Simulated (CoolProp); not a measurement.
The numbers come from the reference Helmholtz-energy equation of state, Bücker 2006 in CoolProp.

Question: Give the vapour pressure (MPa), liquid density (kg/m³), enthalpy of vaporisation (kJ/kg) of saturated n-butane at 346.1, 378.2 K.

Answer: 
```
T (K)  p (MPa)  liquid density (kg/m³)  enthalpy of vaporisation (kJ/kg)
-----  -------  ----------------------  --------------------------------
346.1    0.865                     511                               303
378.2     1.68                     458                               248
```
